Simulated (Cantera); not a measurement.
Charge: 1 mol AlCl₃, 2.2 mol O₂, 1.3 mol H₂, at 1.20 mbar.

Cantera equilibrium calculation (NASA polynomials, part measured and part estimated; ideal gas, pure solids and liquids). Candidate condensed phases: Al, AlCl₃, Al₂O₃, H₂O; 29 gas species. The numbers say what is thermodynamically allowed, not how fast it happens.

Question: At 1400 °C, list the 4 most abundant gas species with their mole fractions, and the condensed phases.

Answer: HCl 0.467, O₂ 0.291, Cl 0.187, H₂O 0.0507. Condensed: Al₂O₃(s).
